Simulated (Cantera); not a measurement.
**Sublimation and decomposition of ceramics: Si3N4 + C + N2**

A closed system holds: 1 mol Si3N4, 0.13 mol C, 0.014 mol N2, held at 1.00 bar.

Equilibrium computed with Cantera from the NASA thermochemical tables; the gas is ideal and each condensed phase is pure. Candidate condensed phases: C, Si, SiC, Si3N4; 20 gas species. Mutual solubility and eutectic melting of coexisting phases are not modelled. The tables' values for SiN are old estimates; treat these amounts as uncertain. The numbers say what is thermodynamically allowed, not how fast it happens.

| T (°C) | log p N2 | log p Si | log p Si2N | log p SiN | log p Si2C | n SiC(s) | n Si3N4(s) | n Si(l) |
|---|---|---|---|---|---|---|---|---|
| 1702 | 0.00 | -5.11 | -6.16 | -5.67 | -6.72 | 0.130 | 0.957 | 0 |
| 1727 | 0.00 | -4.88 | -5.87 | -5.47 | -6.45 | 0.130 | 0.957 | 0 |
| 1752 | 0.00 | -4.66 | -5.59 | -5.27 | -6.18 | 0.130 | 0.957 | 0 |
| 1777 | 0.00 | -4.45 | -5.32 | -5.08 | -5.92 | 0.130 | 0.957 | 0 |
| 1802 | 0.00 | -4.24 | -5.06 | -4.90 | -5.67 | 0.130 | 0.957 | 0 |
| 1827 | 0.00 | -4.04 | -4.80 | -4.72 | -5.42 | 0.130 | 0.957 | 0 |
| 1852 | 0.00 | -3.84 | -4.55 | -4.54 | -5.18 | 0.130 | 0.957 | 0 |
| 1877 | 0.00 | -3.65 | -4.32 | -4.38 | -4.96 | 0.130 | 0 | 2.87 |
| 1902 | 0.00 | -3.54 | -4.24 | -4.29 | -4.81 | 0.130 | 0 | 2.87 |
| 1927 | 0.00 | -3.43 | -4.16 | -4.21 | -4.66 | 0.130 | 0 | 2.87 |
log p: log10 of the partial pressure in bar; n: condensed amount in mol.

From 1702 °C to 1852 °C the condensed part is SiC(s) + Si3N4(s). From 1877 °C to 1927 °C the condensed part is Si(l) + SiC(s). The main Si-bearing gas is Si throughout.
